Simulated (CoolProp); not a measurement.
Computed with CoolProp (reference Helmholtz-energy equation of state, McLinden 2015).

For the fluoroketone C6F12O (FK-5-1-12), give the phase and the density (kg/m³), cv (kJ/(kg K)), Joule-Thomson coefficient (K/MPa) at 349.2 K and 6230 kPa.


- 349.2 K and 6230 kPa: liquid; density 1480, cv 0.921, Joule-Thomson coefficient -0.174
